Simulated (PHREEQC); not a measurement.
Consider water at 75 °C with 0.14 mol/kgw CuSO4, 0.00024 mol/kgw HNO3 and 3.4e-06 mol/kgw FeCl3. Closed to the air; pH follows from the charge balance.

Model: ion-association model, phreeqc.dat, run in PHREEQC.

The pH is 3.98 and the ionic strength comes out as 0.270 mol/kgw. The specific conductance is 24100 µS/cm and the density is 0.996 g/cm³. The total alkalinity comes out as -0.247 meq/kg.

```tsv
species	molality	activity	log γ
CuSO4	0.0721	0.0767	0.027
Cu+2	0.0672	0.0180	-0.572
SO4-2	0.0671	0.0155	-0.636
HSO4-	0.000797	0.000568	-0.147
Cu2(OH)2+2	0.000343	8.83e-5	-0.589
NO3-	0.000240	0.000154	-0.192
```

Precipitation was switched off in this run. Examples of supersaturated solids here: Hematite (slow to form), Goethite (slow to form). Others may be too. Away from 25 °C the constants follow the database's enthalpies or fits; those with neither stay at their 25 °C values.
